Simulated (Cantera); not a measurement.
Cantera with NASA thermochemical tables; ideal gases at 1 bar, condensed phases pure. Values are per mole of reaction as written; species without (g) are pure solids or liquids, kept so even where they would boil at 1 bar.

Question: Between 300 and 2100 K, where is each reaction favourable under standard conditions?
- 5 O3(g) + 6 BN = 3 B2O3(g) + 6 NO(g)
- 2 BN + 4 NF3(g) + B3O3F3(g) = 3 N2O(g) + 5 BF3(g)

Answer: 
- 5 O3(g) + 6 BN = 3 B2O3(g) + 6 NO(g): ΔG° is -1413 kJ at 300 K and -2883 kJ at 2100 K; it stays negative (K > 1). ΔH° is -1257 kJ and ΔS° 774 J/K at 2100 K.
- 2 BN + 4 NF3(g) + B3O3F3(g) = 3 N2O(g) + 5 BF3(g): ΔG° is -2195 kJ at 300 K and -3040 kJ at 2100 K; it stays negative (K > 1). ΔH° is -2128 kJ and ΔS° 434 J/K at 2100 K.
